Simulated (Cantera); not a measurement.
Charge: 1 mol MgO, 2.4 mol Cl2, at 1025 K and 0.650 bar.

Cantera equilibrium calculation (NASA polynomials, part measured and part estimated; ideal gas, pure solids and liquids). Candidate condensed phases: Mg, MgCl2, MgO; 11 gas species. Mutual solubility and eutectic melting of coexisting phases are not modelled. Equilibrium is a limit: real reactors are often held back by kinetics, nucleation or transport.

Base state: Cl2 0.946, O2 0.0524, Cl 0.000675, MgCl2 0.000514 (mole fractions); condensed: MgCl2(l) + MgO(s).

Problem. What changes in the equilibrium state with this change: temperature from 1025 K to 1500 K?

Solution. 
| species | before | after |
|---|---|---|
| Cl2 | 0.946 | 0.506 |
| MgCl2 | 0.000514 | 0.295 |
| O2 | 0.0524 | 0.147 |
| Cl | 0.000675 | 0.0515 |
| ClO | 7.25e-6 | 0.000392 |
| MgCl2(l), mol | 0.238 | 0 |
| MgO(s), mol | 0.761 | 0.144 |
